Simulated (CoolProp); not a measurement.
The numbers come from the reference Helmholtz-energy equation of state, Leachman 2009 in CoolProp.

Problem. For normal hydrogen, give the phase and the cv (kJ/(kg K)), speed of sound (m/s) at 102.5 K and 5800 kPa; 223.5 K and 5800 kPa.

Solution. 
- 102.5 K and 5800 kPa: supercritical; cv 7.32, speed of sound 886
- 223.5 K and 5800 kPa: supercritical; cv 9.76, speed of sound 1200
